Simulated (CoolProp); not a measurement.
Saturation properties of sulfur hexafluoride (Tc = 318.7 K, pc = 3.755 MPa, ω = 0.210).

Model: reference Helmholtz-energy equation of state, Guder 2009, in CoolProp.

```json
[
 {"T (K)": "253.7", "p (MPa)": "0.7017", "enthalpy of vaporisation (kJ/kg)": "96.21", "surface tension (mN/m)": "7.11", "liquid viscosity (µPa s)": "257"},
 {"T (K)": "259.3", "p (MPa)": "…", "enthalpy of vaporisation (kJ/kg)": "93.00", "surface tension (mN/m)": "6.33", "liquid viscosity (µPa s)": "234"},
 {"T (K)": "265", "p (MPa)": "0.9926", "enthalpy of vaporisation (kJ/kg)": "89.51", "surface tension (mN/m)": "…", "liquid viscosity (µPa s)": "212"},
 {"T (K)": "270.7", "p (MPa)": "1.169", "enthalpy of vaporisation (kJ/kg)": "85.74", "surface tension (mN/m)": "4.83", "liquid viscosity (µPa s)": "193"},
 {"T (K)": "276.4", "p (MPa)": "1.368", "enthalpy of vaporisation (kJ/kg)": "81.65", "surface tension (mN/m)": "4.11", "liquid viscosity (µPa s)": "175"},
 {"T (K)": "282", "p (MPa)": "1.586", "enthalpy of vaporisation (kJ/kg)": "77.26", "surface tension (mN/m)": "3.43", "liquid viscosity (µPa s)": "158"},
 {"T (K)": "287.7", "p (MPa)": "1.834", "enthalpy of vaporisation (kJ/kg)": "72.32", "surface tension (mN/m)": "…", "liquid viscosity (µPa s)": "143"},
 {"T (K)": "293.4", "p (MPa)": "2.110", "enthalpy of vaporisation (kJ/kg)": "66.77", "surface tension (mN/m)": "2.13", "liquid viscosity (µPa s)": "128"}
]
```

**Question.** Complete the blanks.

**Answer.** 
- 259.3, p (MPa): 0.8365
- 265, surface tension (mN/m): 5.57
- 287.7, surface tension (mN/m): 2.76

Viscosity comes from a separate model (Quiñones-Cisneros 2012). Surface tension comes from a separate correlation (Mulero 2012).
